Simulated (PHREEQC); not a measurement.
Consider water at 25 °C with 0.0038 mol NH4Cl, 0.097 mol Na2SeO4, 0.0066 mol Li2SO4 and 0.0018 mol K2SiO3 per kg of water. Closed to the air; pH follows from the charge balance.

All values are PHREEQC results (ion-association model, wateq4f.dat), not measurements.

```csv
quantity,before,after
pH,9.70,8.73
SO4-2 (mol/kgw),0.00522,0.00508
NH3 (mol/kgw),0.00256,0.00293
NaSO4- (mol/kgw),0.00125,0.00139
NH4+ (mol/kgw),0.00122,0.000855
H3SiO4- (mol/kgw),0.000966,0.000539
SI of SiO2(a) (SiO2),-0.33,-0.47
```

Question: Name the change that produced these shifts.
A) diluted 5-fold with water
B) temperature from 25 to 30 °C
C) Li2SO4 replaced by Cs2SO4 at the same molality
D) temperature from 25 to 70 °C

Answer: D, temperature from 25 to 70 °C

No solid was allowed to form. Some of these states are supersaturated (in Quartz (slow to form), Chalcedony (slow to form), for instance). Constants without temperature data keep their 25 °C values here.
